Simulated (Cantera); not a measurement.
Charge: 1 mol Al, 1.6 mol HCl, 0.55 mol N2, equilibrated at 133 Pa.

These are equilibrium values from Cantera (NASA tables, ideal gas, pure condensed phases), not measurements of a reactor. Candidate condensed phases: Al, AlCl3, AlN, NH4Cl; 20 gas species. Rates play no part.

Question: At 275 °C, list the 5 most abundant gas species with their mole fractions, and the condensed phases.

Answer: H2 0.462, N2 0.188, HCl 0.158, Al2Cl6 0.115, AlCl3 0.0782. Condensed: AlN(s).
